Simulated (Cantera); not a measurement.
Mixture: H₂ : O₂ : N₂ = 1 : 0.357 : 1.34 (molar parts), equivalence ratio 1.4, at 0.484 atm, adiabatic and at constant volume. Ignition delay is the time to a rise of 400 K.

Cantera simulation using the H2/O2 subset of GRI-Mech 3.0, which has no nitrogen chemistry; the numbers are that mechanism's predictions, not measurements. Where the delays flatten at high temperature, the 400 K rule measures the pace of heat release, not the induction time.

### Question
Predict: delay at 1300 K; delay at 1375 K; delay at 1450 K; delay at 1525 K; delay at 1600 K; delay at 1675 K; delay at 1750 K.

### Answer
- delay at 1300 K: 60.9 µs
- delay at 1375 K: 47.9 µs
- delay at 1450 K: 40.2 µs
- delay at 1525 K: 35.7 µs
- delay at 1600 K: 33.5 µs
- delay at 1675 K: 32.9 µs
- delay at 1750 K: 33.5 µs
